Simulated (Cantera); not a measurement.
A freely propagating, adiabatic, planar premixed flame of 8.91 % CH4, 1.87 % C2H6, 18.7 % O2, 70.5 % N2, unburnt at 350 K and 13000 Pa; mixture-averaged transport, grid criteria slope 0.08 and curve 0.16, no radiation.

Computed with Cantera and GRI-Mech 3.0 (53 species, 325 reactions). Burning velocities carry a grid error of a few per cent, more on coarse grids.

Q: Predict: laminar burning velocity; thermal thickness; peak x(CH2CO); peak x(O).

A: 
| Property | Result |
|---|---|
| laminar burning velocity | 58.6 cm/s |
| thermal thickness | 2.59 mm |
| peak x(CH2CO) | 0.000328 |
| peak x(O) | 0.00126 |
